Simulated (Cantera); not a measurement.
# Thermodynamics of silicon nitride deposition, feed SiF4 + N2 + H2O

Input: 1 mol SiF4, 15 mol N2, 0.25 mol H2O, at 42.0 mbar.

Method: chemical equilibrium by Gibbs-energy minimisation in Cantera with the NASA 1993 tables (ideal gas, pure condensed phases). Candidate condensed phases: H2O, Si, SiO2, Si2N2O, Si3N4; 58 gas species. The tables' values for SiF3 are old estimates; treat these amounts as uncertain. The tables hold silica as quartz up to 1696 K and as liquid above; real silica turns to tridymite and cristobalite and melts near 1996 K. Kinetics and transport are ignored.

From 1373 K to 1673 K the condensed part is SiO2(β-quartz). From 1773 K to 1973 K the condensed part is SiO2(condensed). The main Si-bearing gas is SiF4 throughout.

| T (K) | x N2 | x SiF4 | x HF | x SiF3 | x H2O | n SiO2(β-quartz) | n SiO2(condensed) |
|---|---|---|---|---|---|---|---|
| 1373 | 0.916 | 0.0536 | 0.0300 | 4.22e-7 | 0.000288 | 0.123 | 0 |
| 1473 | 0.916 | 0.0535 | 0.0301 | 2.61e-6 | 0.000210 | 0.123 | 0 |
| 1573 | 0.916 | 0.0535 | 0.0302 | 1.20e-5 | 0.000159 | 0.124 | 0 |
| 1673 | 0.916 | 0.0535 | 0.0303 | 4.36e-5 | 0.000124 | 0.124 | 0 |
| 1773 | 0.916 | 0.0534 | 0.0303 | 0.000132 | 9.84e-5 | 0 | 0.124 |
| 1873 | 0.916 | 0.0532 | 0.0303 | 0.000349 | 7.94e-5 | 0 | 0.123 |
| 1973 | 0.915 | 0.0528 | 0.0303 | 0.000809 | 6.55e-5 | 0 | 0.119 |
x: gas mole fraction; n: condensed amount in mol.
